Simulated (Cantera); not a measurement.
An adiabatic, constant-pressure homogeneous reactor starts with H2 : O2 : N2 = 1 : 0.794 : 7.94 (molar parts), equivalence ratio 0.63, at 1450 K and 9000 Torr.

Cantera simulation using GRI-Mech 3.0 (53 species, 325 reactions); the numbers are that mechanism's predictions, not measurements. The hydrogen kinetics of GRI-Mech 3.0 are dated; newer H2 mechanisms differ, most at raised pressure. The pressure lies above the range GRI-Mech 3.0 was tuned for (to about 10 atm).

**Question.** Predict: time of steepest temperature rise; temperature at 4.00 s; equilibrium temperature; x(H2) at 4.00 s; x(O2) at 4.00 s; x(O) at 4.00 s; x(NO2) at 4.00 s; x(HO2) at 4.00 s; x(OH) at 4.00 s.

**Answer.** 
* **time of steepest temperature rise**: 3.45 µs
* **temperature at 4.00 s**: 2159 K
* **equilibrium temperature**: 2159 K
* **x(H2) at 4.00 s**: 0.000160 (gas-phase equilibrium 0.000160)
* **x(O2) at 4.00 s**: 0.0292 (gas-phase equilibrium 0.0292)
* **x(O) at 4.00 s**: 0.000103 (gas-phase equilibrium 0.000103)
* **x(NO2) at 4.00 s**: 7.81e-6 (gas-phase equilibrium 7.81e-6)
* **x(HO2) at 4.00 s**: 2.26e-6 (gas-phase equilibrium 2.26e-6)
* **x(OH) at 4.00 s**: 0.00143 (gas-phase equilibrium 0.00143)
